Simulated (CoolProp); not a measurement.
Vapour-liquid equilibrium of n-hexane (1) + ethylbenzene (2) at 0.00486 MPa; x and y are mole fractions of (1).

Values from CoolProp's multi-fluid Helmholtz-energy mixture model, Thol 2019 and Zhou 2012; pair parameters Bell 2016.

```
x     bubble temperature, mixture model (K)  bubble temperature, Raoult's law (K)  y, mixture model  y, Raoult's law
----  -------------------------------------  ------------------------------------  ----------------  ---------------
0.05                                  310.5                                 314.4             0.507            0.402
0.15                                  296.3                                 301.7             0.796            0.726
0.25                                  288.7                                 293.6             0.883            0.849
0.35                                  283.9                                 287.8             0.923            0.908
0.45                                  280.4                                 283.3             0.946            0.941
0.55                                  277.8                                 279.7             0.961            0.962
0.65                                  275.5                                 276.7             0.972            0.976
0.75                                  273.5                                 274.2             0.981            0.986
0.85                                  271.7                                 272.0             0.989            0.993
0.95                                  270.0                                 270.0             0.997            0.998
```

The largest gap from Raoult's law is -5.4 K in bubble temperature, at x = 0.15. No azeotrope shows between x = 0.05 and 0.95.

Pair parameters are fitted to limited data, so mixtures are less certain than the pure fluids.
